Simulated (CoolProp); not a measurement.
c-C4F8 (RC318) along the isobar 1.93 MPa: density (kg/m³) from the reference equation and from simpler models built on Tc = 388.4 K, pc = 2.778 MPa, ω = 0.355; each cubic takes its own stable root.

Model: reference Helmholtz-energy equation of state, Platzer 1990, in CoolProp. This equation is an older, rougher fit; its heat capacities, sound speeds and derivatives of the liquid may be far off and weren't checked against measurements.

| T (K) | phase | reference |
|---|---|---|
| 262.3 | liquid | 1640 |
| 287.2 | liquid | 1551 |
| 312.2 | liquid | 1452 |
| 337.2 | liquid | 1335 |
| 362.1 | liquid | 1173 |
| 387.1 | gas | 171.6 |
| 412.1 | gas | 143.9 |
| 437 | gas | 127.3 |
| 462 | gas | 115.4 |

Question: How far does each simpler model (van der Waals, Peng-Robinson) lie from the reference over these 9 states: mean and median of the absolute difference, and the worst?

Answer: 
- van der Waals: mean 27.0 %, median 37.5 %, worst -83.1 % at 362.1 K and 1.93 MPa
- Peng-Robinson: mean 4.0 %, median 3.2 %, worst +7.0 % at 262.3 K and 1.93 MPa

At some of these states van der Waals gives the other phase, because its saturation line lies elsewhere.
